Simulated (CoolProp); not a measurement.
n-dodecane along the isobar 1.58 MPa: fugacity coefficient from the reference equation and from simpler models built on Tc = 658.1 K, pc = 1.818 MPa, ω = 0.574; each cubic takes its own stable root.

Computed with CoolProp (reference Helmholtz-energy equation of state, Lemmon 2004). It is a short technical equation, of lower accuracy than the large ones.

```
T (K)   phase  reference
-----  ------  ---------
318.1  liquid   6.027e-5
348.3  liquid  0.0004040
378.5  liquid   0.001854
408.7  liquid   0.006389
438.9  liquid    0.01763
469.1  liquid    0.04085
499.2  liquid    0.08204
529.4  liquid     0.1473
559.6  liquid     0.2403
589.8  liquid     0.3616
620    liquid     0.5069
```

### Question
How far does each simpler model (Redlich-Kwong, Peng-Robinson) lie from the reference over these 11 states: mean and median of the absolute difference, and the worst?

### Answer
- Redlich-Kwong: mean 611.8 %, median 197.4 %, worst +3082.3 % at 318.1 K and 1.58 MPa
- Peng-Robinson: mean 7.0 %, median 4.0 %, worst +22.7 % at 318.1 K and 1.58 MPa
